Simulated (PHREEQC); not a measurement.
Dissolve 0.13 mol Cu(NO3)2, 0.00055 mol H2SO4 and 0.0092 mol NaCl per kg of water at 20 °C. Closed to the air; pH follows from the charge balance.

Model: ion-association model, phreeqc.dat, run in PHREEQC.

Each row changes one thing in this solution. This is a speciation only: nothing precipitates in the calculation.

```
case                                            pH  CuSO4 (mol/kgw)  SO4-2 (mol/kgw)  HSO4- (mol/kgw)  CuOH+ (mol/kgw)  Cu2(OH)2+2 (mol/kgw)
--------------------------------------------  ----  ---------------  ---------------  ---------------  ---------------  --------------------
as made                                       3.07         0.000318         0.000224          5.15e-6          6.09e-7               1.52e-7
Cu(NO3)2 from 0.13 to 0.26 mol/kgw            3.08         0.000338         0.000207          3.39e-6          1.11e-6               3.69e-7
Cu(NO3)2 from 0.13 to 0.026 mol/kgw           3.04         0.000239         0.000295          1.16e-5          1.51e-7               9.41e-9
diluted 2-fold with water                     3.36         0.000148         0.000124          1.88e-6          6.73e-7               1.98e-7
NaCl left out                                 3.07         0.000322         0.000222          5.15e-6          6.14e-7               1.55e-7
H2SO4 from 0.00055 to 0.00275 mol/kgw         2.38          0.00153          0.00109              [?]          1.23e-7                   [?]
NaCl replaced by Na2SO4 at the same molality  3.10          0.00554          0.00404          8.60e-5          6.34e-7               1.65e-7
Cu(NO3)2 from 0.13 to 0.117 mol/kgw           3.07              [?]         0.000228          5.46e-6          5.56e-7               1.30e-7
NaCl from 0.0092 to 0.0101 mol/kgw            3.07         0.000318         0.000224          5.15e-6          6.08e-7               1.52e-7
```

**Question.** Fill in the missing entries.

**Answer.** 
- H2SO4 from 0.00055 to 0.00275 mol/kgw, HSO4- (mol/kgw): 0.000122
- H2SO4 from 0.00055 to 0.00275 mol/kgw, Cu2(OH)2+2 (mol/kgw): 6.19e-9
- Cu(NO3)2 from 0.13 to 0.117 mol/kgw, CuSO4 (mol/kgw): 0.000315

The ionic strength passes 0.7 mol/kgw, the rough limit of the ion-association models, in Cu(NO3)2 from 0.13 to 0.26 mol/kgw. Species that the database lacks are ignored.
